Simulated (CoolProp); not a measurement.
CH2F2 (R32) along the isotherm 359.3 K: fugacity coefficient from the reference equation and from simpler models built on Tc = 351.3 K, pc = 5.783 MPa, ω = 0.277; each cubic takes its own stable root.

Values from CoolProp's reference Helmholtz-energy equation of state, Tillner-Roth 1997.

```tsv
p (MPa)	phase	reference	van der Waals	Soave-Redlich-Kwong
0.222	gas	0.9863	0.9892	0.9879
0.445	gas	0.9726	0.9784	0.9758
0.667	gas	0.9591	0.9677	0.9639
0.89	gas	0.9456	0.9569	0.9519
1.11	gas	0.9324	0.9463	0.9402
1.33	gas	0.9193	0.9357	0.9285
1.56	gas	0.9057	0.9246	0.9163
1.78	gas	0.8928	0.9141	0.9047
2	gas	0.8799	0.9035	0.8931
2.22	gas	0.8671	0.8929	0.8816
2.45	gas	0.8538	0.8818	0.8696
2.67	gas	0.8412	0.8713	0.8581
2.89	gas	0.8286	0.8607	0.8467
```
